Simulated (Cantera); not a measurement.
**Hydrocarbon pyrolysis for carbon deposition**

An isothermal, constant-pressure homogeneous reactor starts with C2H4 : H2 = 1 : 51 (molar parts), at 1148 K and 100.0 Torr.

Computed with Cantera and GRI-Mech 3.0 (53 species, 325 reactions). GRI-Mech 3.0 was tuned for natural gas; its chemistry of ethylene as a main component is partial and can be far from experiment. GRI-Mech 3.0 stops at C3 and has no aromatics, soot or wall deposition, so with more carbon than oxygen in the feed, carbon stays in small species such as C2H2 where larger ones or solid carbon would form.

```tsv
t (s)	x C2H4	x H2	x H	x C2H	x CH2
0.000300	0.0192	0.981	1.45e-11	<1e-12	<1e-12
0.000831	0.0192	0.981	4.10e-11	<1e-12	<1e-12
0.00230	0.0192	0.981	1.15e-10	<1e-12	<1e-12
0.00638	0.0192	0.981	3.20e-10	<1e-12	<1e-12
0.0177	0.0192	0.981	9.02e-10	<1e-12	<1e-12
0.0490	0.0192	0.981	2.85e-9	<1e-12	<1e-12
0.136	0.0192	0.981	1.81e-8	<1e-12	<1e-12
0.376	0.0190	0.981	1.33e-6	<1e-12	<1e-12
1.04	0.0163	0.980	4.36e-6	<1e-12	<1e-12
2.89	0.0129	0.978	3.88e-6	1.28e-12	<1e-12
8.00	0.00990	0.975	3.19e-6	1.03e-12	1.15e-12
```
x: mole fraction; the columns are a selection and need not sum to one.

Equilibrium at this temperature and pressure: C2H4 2.36e-5, H2 0.961, H 1.94e-7, C2H <1e-12, CH2 <1e-12 (gas phase only).
